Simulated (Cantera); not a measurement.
A Cantera script and what it prints.

```python
import numpy as np
import cantera as ct

gas_names = [...]  # 136 gases of nasa_gas.yaml made of C, H, N, O
cond_names = """
    C(gr) C6H6(L) C7H8(L) C8H18(L),n-octa H2O(s) H2O(L)
""".split()


# ... load() reads the species with a 1 bar reference pressure and builds the phases ...
atoms = {
    'C3H6': {'C': 3, 'H': 6},
    'O2': {'O': 2},
    'N2': {'N': 2},
}
top_T = {'C(gr)': 4500}  # K; cautious upper limits of use, not melting points


# ... equilibrate(T, P, feed) seeds the gas with the atoms and calls Mixture.equilibrate('TP', solver="vcs", rtol=1e-11, max_steps=5000) ...
results = []
feed = {'C3H6': 1, 'O2': 0.0075, 'N2': 40}  # mol
P = 100000  # Pa
for T in [1873, 1973, 2073, 2173, 2273, 2373, 2473, 2573, 2673, 2773, 2873]:
    mix = equilibrate(T, P, feed)
    results.append((T, P, feed, dict(zip(mix.species_names, mix.species_moles))))

top = {s: max(r[3][s] / sum(r[3][g] for g in gas_names) for r in results) for s in gas_names}
cols = sorted((s for s in top if top[s] > 1e-05), key=lambda s: -top[s])[:5]
seen = [c for c in cond_names if any(r[3].get(c, 0) > 1e-12 for r in results)]
print("log10 of partial pressures in bar; condensed amounts in mol")
print(f"{'T/K':>10s}" + "".join(f"{s[:9]:>10s}" for s in cols + seen))
for T, P, feed, n in results:
    ng = sum(n[g] for g in gas_names)
    print(f"{T:10.4g}" + "".join(f"{np.log10(max(n[s] / ng * P / 1e5, 1e-99)):10.3f}" for s in cols)
          + "".join(f"{n.get(c, 0):10.4g}" for c in seen))
```

It prints:

```
log10 of partial pressures in bar; condensed amounts in mol
       T/K        N2        H2       HCN         H       HNC     C(gr)
      1873    -0.032    -1.164    -2.662    -3.772    -4.014     2.885
      1973    -0.032    -1.169    -2.479    -3.454    -3.746      2.83
      2073    -0.033    -1.176    -2.315    -3.168    -3.505     2.756
      2173    -0.034    -1.185    -2.169    -2.909    -3.289     2.658
      2273    -0.034    -1.198    -2.038    -2.675    -3.094     2.533
      2373    -0.035    -1.215    -1.921    -2.463    -2.919     2.379
      2473    -0.037    -1.238    -1.817    -2.271    -2.762     2.195
      2573    -0.038    -1.267    -1.726    -2.098    -2.622     1.982
      2673    -0.040    -1.304    -1.647    -1.942    -2.497     1.741
      2773    -0.043    -1.350    -1.579    -1.804    -2.388     1.475
      2873    -0.045    -1.406    -1.524    -1.681    -2.294     1.183
```

Equilibrium computed with Cantera from the NASA thermochemical tables; the gas is ideal and each condensed phase is pure.
